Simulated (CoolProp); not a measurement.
Decamethylcyclopentasiloxane (D5) along the isotherm 477.1 K: density (kg/m³) from the reference equation and from simpler models built on Tc = 618.3 K, pc = 1.078 MPa, ω = 0.631; each cubic takes its own stable root.

Values from CoolProp's reference Helmholtz-energy equation of state, Thol 2019.

| p (MPa) | phase | reference |
|---|---|---|
| 0.168 | liquid | 752.8 |
| 0.337 | liquid | 753.8 |
| 0.505 | liquid | 754.8 |
| 0.674 | liquid | 755.8 |
| 0.842 | liquid | 756.8 |
| 1.01 | liquid | 757.8 |
| 1.18 | liquid | 758.7 |
| 1.35 | liquid | 759.7 |
| 1.52 | liquid | 760.6 |
| 1.68 | liquid | 761.4 |
| 1.85 | liquid | 762.4 |
| 2.02 | liquid | 763.2 |
| 2.19 | liquid | 764.1 |
| 2.36 | liquid | 765.0 |
| 2.53 | liquid | 765.9 |
| 2.69 | liquid | 766.7 |

Problem. How far does each simpler model (van der Waals, Redlich-Kwong, Soave-Redlich-Kwong, Peng-Robinson) lie from the reference over these 16 states: mean and median of the absolute difference, and the worst?

Solution. 
- van der Waals: mean 49.0 %, median 42.3 %, worst -97.7 % at 477.1 K and 0.168 MPa
- Redlich-Kwong: mean 24.0 %, median 19.1 %, worst -97.6 % at 477.1 K and 0.168 MPa
- Soave-Redlich-Kwong: mean 11.9 %, median 11.9 %, worst -12.8 % at 477.1 K and 0.168 MPa
- Peng-Robinson: mean 0.6 %, median 0.5 %, worst -1.3 % at 477.1 K and 0.168 MPa

At some of these states van der Waals, Redlich-Kwong gives the other phase, because its saturation line lies elsewhere.
